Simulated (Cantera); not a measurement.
What does this Cantera script print?

```python
import numpy as np
import cantera as ct

gas = ct.Solution("gri30.yaml")
gas.TPX = 1375, 3700, {'N2O': 0.31, 'H2': 0.014, 'N2': 0.72}
reactor = ct.IdealGasConstPressureReactor(gas, energy="off", clone=False)
net = ct.ReactorNet([reactor])
net.rtol, net.atol = 1e-08, 1e-18
show = ['N2O', 'H2', 'NO2', 'N2', 'NO', 'OH']
times = np.geomspace(2e-06, 40, 13)

steps = ct.SolutionArray(gas, extra=["t"])
rows = []
print(f"{'t/s':>10s}{'T/K':>9s}{'P/Pa':>11s}" + "".join(f"{s:>11s}" for s in show))
for t in times:
    while net.time < t:
        t_next = net.step()
        steps.append(gas.state, t=t_next)
    rows.append([np.interp(t, steps.t, y) for y in (steps.T, steps.P, *steps(*show).X.T)])
    print(f"{t:10.3e}{rows[-1][0]:9.1f}{rows[-1][1]:11.4g}" + "".join(f"{x:11.3e}" for x in rows[-1][2:]))
rate = np.gradient(steps.T, steps.t)
print("integrator steps:", len(steps.t))
if steps.T.max() > steps.T[0] + 200:
    print(f"time of steepest temperature rise: {steps.t[rate.argmax()]:.4e} s")
gas.TPX = 1375, 3700, {'N2O': 0.31, 'H2': 0.014, 'N2': 0.72}
gas.equilibrate("TP")
print(f"equilibrium (TP): T = {gas.T:.1f} K  " + "  ".join(f"{s} {gas[s].X[0]:.3e}" for s in show))
```

It prints:

```
       t/s      T/K       P/Pa        N2O         H2        NO2         N2         NO         OH
 2.000e-06   1375.0       3700  2.969e-01  1.341e-02  3.716e-21  6.897e-01  1.435e-10  6.280e-10
 8.118e-06   1375.0       3700  2.969e-01  1.341e-02  1.004e-18  6.897e-01  2.361e-09  1.060e-08
 3.295e-05   1375.0       3700  2.969e-01  1.341e-02  2.739e-16  6.897e-01  3.816e-08  1.806e-07
 1.337e-04   1375.0       3700  2.969e-01  1.341e-02  1.604e-13  6.897e-01  5.691e-07  2.601e-06
 5.429e-04   1375.0       3700  2.968e-01  1.333e-02  2.315e-10  6.897e-01  7.027e-06  2.010e-05
 2.204e-03   1375.0       3700  2.955e-01  1.216e-02  8.044e-08  6.909e-01  7.162e-05  6.872e-05
 8.944e-03   1375.0       3700  2.878e-01  5.403e-03  1.381e-06  6.981e-01  3.771e-04  1.227e-04
 3.630e-02   1375.0       3700  2.787e-01  2.980e-04  2.616e-05  7.051e-01  9.814e-04  6.818e-05
 1.474e-01   1375.0       3700  2.634e-01  6.133e-07  1.002e-04  7.129e-01  3.036e-03  5.859e-05
 5.981e-01   1375.0       3700  2.114e-01  4.360e-07  1.222e-04  7.389e-01  1.023e-02  6.294e-05
 2.428e+00   1375.0       3700  9.052e-02  5.589e-07  6.274e-05  7.994e-01  2.657e-02  6.213e-05
 9.855e+00   1375.0       3700  4.351e-03  5.246e-07  1.643e-05  8.429e-01  3.734e-02  4.866e-05
 4.000e+01   1375.0       3700  2.461e-06  5.849e-08  4.119e-05  8.453e-01  3.760e-02  1.583e-05
integrator steps: 1986
equilibrium (TP): T = 1375.0 K  N2O 6.556e-09  H2 5.337e-08  NO2 6.073e-07  N2 8.638e-01  NO 5.077e-04  OH 1.639e-05
```

Computed with Cantera and GRI-Mech 3.0 (53 species, 325 reactions). GRI-Mech 3.0 was tuned for natural gas; its chemistry of N2O as a main component is partial and can be far from experiment. Radical loss at walls, strong at low pressure, is not modelled. The mechanism lacks the step 2 NO + O2 → 2 NO2, which can matter for NO2 below about 1400 K. The temperature is held fixed by assumption; the heat of reaction is taken as removed at once.
